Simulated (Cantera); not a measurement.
Ammonia decomposition in nitride growth gas

An isothermal, constant-pressure homogeneous reactor starts with NH₃ : N₂ = 1 : 0.16 (molar parts), at 1900 K and 0.0690 bar.

Cantera simulation using the gas-phase N/H chemistry of the illustrative SiF4/NH3 mechanism in the Surface Chemkin manual (1991); the numbers are that mechanism's predictions, not measurements. Walls and surfaces, which speed up NH3 decomposition in real reactors, are not modelled.

```
t (s)     x NH₃      x NH       x N    x N₂H₄    x N₂H₂
--------  -----  --------  --------  --------  --------
5.00e-6   0.862  9.12e-12    <1e-12    <1e-12  1.06e-12
1.28e-5   0.862  7.64e-11    <1e-12  1.24e-12  1.95e-11
3.27e-5   0.862  6.51e-10    <1e-12  1.07e-11  2.92e-10
8.36e-5   0.862   6.14e-9  1.17e-12  7.84e-11   3.47e-9
0.000214  0.862   5.87e-8  2.66e-11  5.33e-10   3.23e-8
0.000547  0.862   4.37e-7  3.67e-10   3.48e-9   2.63e-7
0.00140   0.861   1.99e-6   1.93e-9   2.00e-8   1.79e-6
0.00358   0.859   4.34e-6   8.02e-9   5.58e-8   5.38e-6
0.00914   0.853   5.00e-6   2.18e-8   6.08e-8   6.03e-6
0.0234    0.838   5.60e-6   5.52e-8   5.67e-8   5.86e-6
0.0598    0.802   6.54e-6   1.28e-7   4.95e-8   5.43e-6
0.153     0.717   7.45e-6   2.39e-7   3.94e-8   4.52e-6
0.391     0.550   7.70e-6   3.46e-7   2.63e-8   3.01e-6
1.00      0.309   6.82e-6   4.19e-7   1.20e-8   1.36e-6
```
x: mole fraction; the columns are a selection and need not sum to one.

Equilibrium at this temperature and pressure: NH₃ 5.23e-7, NH 7.77e-10, N 4.14e-10, N₂H₄ <1e-12, N₂H₂ <1e-12 (gas phase only).
